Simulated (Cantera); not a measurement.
**Boron, boron nitride and boron oxide: B₂O₃ + H₂**

A closed system holds: 1 mol B₂O₃, 1.6 mol H₂, equilibrated at 2225 K.

These are equilibrium values from Cantera (NASA tables, ideal gas, pure condensed phases), not measurements of a reactor. Candidate condensed phases: B, B₂O₃, B₃O₃H₃, H₂O; 23 gas species. The numbers say what is thermodynamically allowed, not how fast it happens.

From 10.0 Pa to 1.00 bar nothing is condensed. The main B-bearing gas is BO at 10.0 Pa and B₂O₃ at 1.00 bar.

```tsv
P (Pa)	x H₂	x H	x B₂O₃	x BO	x HBO₂	x HBO	x BO₂	x B₂O₂	x H₂O
10	0.207	0.295	0.0927	0.206	0.123	0.0121	0.0305	0.00143	0.0235
46	0.320	0.171	0.143	0.162	0.140	0.0255	0.0130	0.00410	0.0196
220	0.404	0.0877	0.188	0.111	0.137	0.0430	0.00520	0.00920	0.0145
1000	0.453	0.0436	0.218	0.0671	0.131	0.0586	0.00220	0.0153	0.0113
4600	0.479	0.0209	0.236	0.0362	0.126	0.0698	0.000961	0.0204	0.00973
22000	0.493	0.00970	0.246	0.0179	0.124	0.0764	0.000424	0.0238	0.00894
100000	0.499	0.00458	0.251	0.00870	0.122	0.0797	0.000195	0.0256	0.00859
```
x: gas mole fraction; nothing condenses.
